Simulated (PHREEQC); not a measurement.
Make-up at 66 °C: 0.043 mmol/kgw ZnSO4, 2.3 mmol/kgw ZnCl2 and 1.2 mmol/kgw NaF. Closed to the air; pH follows from the charge balance.

Model: ion-association model, phreeqc.dat, run in PHREEQC.

Question: The ionic strength comes out as 0.00796 mol/kgw. What activity coefficients do Zn+2, ZnF+, H+, ZnCl+, Na+ get?

Answer: Zn+2 0.67, ZnF+ 0.90, H+ 0.91, ZnCl+ 0.90, Na+ 0.91.

This is a speciation only: nothing precipitates in the calculation. Constants without temperature data keep their 25 °C values here.
